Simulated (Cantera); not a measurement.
Input: 1 mol Si, 0.071 mol H2O, 3.9 mol N2, 22 mol CO2, held at 39000 Pa.

Cantera equilibrium calculation (NASA polynomials, part measured and part estimated; ideal gas, pure solids and liquids). Candidate condensed phases: C, C6H6, C7H8, C8H18, H2O, Si, SiC, SiO2, Si2N2O, Si3N4; 151 gas species. The tables hold silica as quartz up to 1696 K and as liquid above; real silica turns to tridymite and cristobalite and melts near 1996 K. Equilibrium is a limit: real reactors are often held back by kinetics, nucleation or transport.

Q: At 877 °C, list the 5 most abundant gas species with their mole fractions, and the condensed phases.

A: CO2 0.770, N2 0.150, CO 0.0768, H2O 0.00252, H2 0.000212. Condensed: SiO2(β-quartz).
